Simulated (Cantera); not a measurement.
An adiabatic, constant-pressure homogeneous reactor starts with CH4 : CO : O2 : N2 : CO2 = 1 : 0.74 : 4.47 : 16.8 : 1.7 (molar parts), equivalence ratio 0.53, at 1575 K and 0.415 atm. Integrator tolerance rtol = 1e-08.

Model: GRI-Mech 3.0 (53 species, 325 reactions), integrated in Cantera.

Task: What does this change do: CH4 1 to 1.5 parts?

Result: 
```
quantity                                                            before                                    after
---------------------------------  ---------------------------------------  ---------------------------------------
time of steepest temperature rise                                  1.07 ms                                  1.18 ms
temperature at 1.00 s                                               2397 K                                   2528 K
equilibrium temperature                                             2397 K                                   2528 K
x(CH4) at 1.00 s                     <1e-12 (gas-phase equilibrium <1e-12)    <1e-12 (gas-phase equilibrium <1e-12)
x(CO) at 1.00 s                      0.0141 (gas-phase equilibrium 0.0141)    0.0348 (gas-phase equilibrium 0.0348)
x(O2) at 1.00 s                      0.0835 (gas-phase equilibrium 0.0835)    0.0517 (gas-phase equilibrium 0.0517)
x(NO2) at 1.00 s                   4.53e-6 (gas-phase equilibrium 4.53e-6)  3.03e-6 (gas-phase equilibrium 3.03e-6)
x(OH) at 1.00 s                    0.00885 (gas-phase equilibrium 0.00885)    0.0141 (gas-phase equilibrium 0.0141)
x(C2H) at 1.00 s                     <1e-12 (gas-phase equilibrium <1e-12)    <1e-12 (gas-phase equilibrium <1e-12)
```

Task: What does this change do: initial temperature 1575 to 1000 K?

Result: 
```tsv
quantity	before	after
time of steepest temperature rise	1.07 ms	not reached
temperature at 1.00 s	2397 K	1001 K
equilibrium temperature	2397 K	2027 K
x(CH4) at 1.00 s	<1e-12 (gas-phase equilibrium <1e-12)	0.0403 (gas-phase equilibrium <1e-12)
x(CO) at 1.00 s	0.0141 (gas-phase equilibrium 0.0141)	0.0299 (gas-phase equilibrium 0.00124)
x(O2) at 1.00 s	0.0835 (gas-phase equilibrium 0.0835)	0.181 (gas-phase equilibrium 0.0837)
x(NO2) at 1.00 s	4.53e-6 (gas-phase equilibrium 4.53e-6)	<1e-12 (gas-phase equilibrium 3.29e-6)
x(OH) at 1.00 s	0.00885 (gas-phase equilibrium 0.00885)	7.95e-10 (gas-phase equilibrium 0.00207)
x(C2H) at 1.00 s	<1e-12 (gas-phase equilibrium <1e-12)	<1e-12 (gas-phase equilibrium <1e-12)
```
